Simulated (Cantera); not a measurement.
An isothermal, constant-pressure homogeneous reactor starts with CH4 : CO2 : H2 = 1 : 1.8 : 1.2 (molar parts), at 1598 K and 7.80 bar. Integrator tolerance rtol = 1e-08.

Computed with Cantera and GRI-Mech 3.0 (53 species, 325 reactions).

Task: What does this change do: temperature 1598 to 1875 K?

Result: 
```tsv
quantity	before	after
x(CH4) at 4.00 s	0.0343 (gas-phase equilibrium 3.06e-5)	2.11e-6 (gas-phase equilibrium 2.32e-6)
x(CO2) at 4.00 s	0.0515 (gas-phase equilibrium 0.0334)	0.0267 (gas-phase equilibrium 0.0267)
x(H2) at 4.00 s	0.364 (gas-phase equilibrium 0.433)	0.427 (gas-phase equilibrium 0.427)
x(HO2) at 4.00 s	<1e-12 (gas-phase equilibrium <1e-12)	<1e-12 (gas-phase equilibrium <1e-12)
x(CH2O) at 4.00 s	6.65e-7 (gas-phase equilibrium 6.29e-7)	6.02e-7 (gas-phase equilibrium 6.02e-7)
x(HCO) at 4.00 s	4.10e-8 (gas-phase equilibrium 4.76e-8)	2.56e-7 (gas-phase equilibrium 2.56e-7)
x(H) at 4.00 s	1.15e-5 (gas-phase equilibrium 1.26e-5)	0.000154 (gas-phase equilibrium 0.000154)
```

Task: What does this change do: CO2 1.8 to 6.3 parts?

Result: 
```json
[
 {"quantity": "x(CH4) at 4.00 s", "before": "0.0343 (gas-phase equilibrium 3.06e-5)", "after": "0.000516 (gas-phase equilibrium 1.42e-7)"},
 {"quantity": "x(CO2) at 4.00 s", "before": "0.0515 (gas-phase equilibrium 0.0334)", "after": "0.296 (gas-phase equilibrium 0.295)"},
 {"quantity": "x(H2) at 4.00 s", "before": "0.364 (gas-phase equilibrium 0.433)", "after": "0.0944 (gas-phase equilibrium 0.0950)"},
 {"quantity": "x(HO2) at 4.00 s", "before": "<1e-12 (gas-phase equilibrium <1e-12)", "after": "<1e-12 (gas-phase equilibrium <1e-12)"},
 {"quantity": "x(CH2O) at 4.00 s", "before": "6.65e-7 (gas-phase equilibrium 6.29e-7)", "after": "1.63e-7 (gas-phase equilibrium 1.27e-7)"},
 {"quantity": "x(HCO) at 4.00 s", "before": "4.10e-8 (gas-phase equilibrium 4.76e-8)", "after": "2.01e-8 (gas-phase equilibrium 2.06e-8)"},
 {"quantity": "x(H) at 4.00 s", "before": "1.15e-5 (gas-phase equilibrium 1.26e-5)", "after": "5.79e-6 (gas-phase equilibrium 5.92e-6)"}
]
```
